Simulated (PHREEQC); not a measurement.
Model water analysis in mg/L, 25 °C, pH 6.41, pe 8.2: Na 9.96; K 0.12; Ca 3.4; Mg 0.513; Cl 19.8; S(6) as SO4 0.559; Alkalinity as HCO3 4.54; Li 0.00422; F 0.00459.

Valence states are taken as typed.

Equilibrium calculation in PHREEQC: ion-association model, phreeqc.dat.

No solid was allowed to form.

Estimate the charge-balance error.

charge-balance error 0.3 %.

In which forms is C present?

HCO3- 54 %, CO2 46 % of the C.
